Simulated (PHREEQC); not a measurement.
**Copper plating or etch bath (model solution)**

Dissolve 0.0039 mol Cu(NO3)2, 0.23 mol H2SO4 and 0.03 mol NaCl per kg of water at 20 °C. Closed to the air; pH follows from the charge balance.

All values are PHREEQC results (ion-association model, wateq4f.dat), not measurements.

No solid was allowed to form.

Estimate the pH, activity of water.

pH 0.69; activity of water 0.990.

In which forms is Na present?

Na+ 96 %, NaSO4- 3.6 % of the Na.
